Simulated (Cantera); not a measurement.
Input: 1 mol Si, 1.8 mol HBr, equilibrated at 0.270 bar.

Equilibrium computed with Cantera from the NASA thermochemical tables; the gas is ideal and each condensed phase is pure. Candidate condensed phases: Br2, Si; 19 gas species. The tables' values for SiBr3 are old estimates; treat these amounts as uncertain. The numbers say what is thermodynamically allowed, not how fast it happens.

At 825 °C, list the 4 most abundant gas species with their mole fractions, and the condensed phases.

H2 0.612, SiBr4 0.286, HBr 0.0639, SiHBr3 0.0236. Condensed: Si(s).
